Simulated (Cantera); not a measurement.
A diamond (100) surface in a fixed gas of H2 with x(CH4) = 0.018, x(H) = 0.0036, at 923 K, 0.0460 bar; coverages are run to steady state.

Computed with Cantera and the Harris–Goodwin 1993 mechanism for the reconstructed diamond (100) surface.

θ: site fractions in the mechanism's names (c6HH fully hydrogenated, c6H* and c6*H radical sites, c6** diradical, c6HM methylated).

```tsv
x(CH3)	growth (µm/h)	θ c6HH	θ c6H*	θ c6*H	θ c6**	θ c6HM
1e-06	0.0164	0.670	0.0121	0.313	0.00534	0.000210
2.4e-06	0.0393	0.669	0.0121	0.313	0.00534	0.000503
5.9e-06	0.0965	0.669	0.0121	0.312	0.00533	0.00124
1.4e-05	___	0.667	0.0121	0.312	0.00532	___
3.4e-05	___	0.664	0.0120	0.310	0.00528	___
8.4e-05	1.34	0.655	0.0118	0.306	0.00519	0.0172
0.0002	3.10	0.636	0.0115	0.297	0.00500	0.0396
0.00049	7.02	0.594	0.0107	0.277	0.00457	0.0900
0.0012	14.6	0.512	0.00919	0.237	0.00375	0.187
```

**Question.** Complete the blanks.

**Answer.** 
- 1.4e-05, growth (µm/h): 0.228
- 1.4e-05, θ c6HM: 0.00292
- 3.4e-05, growth (µm/h): 0.551
- 3.4e-05, θ c6HM: 0.00706
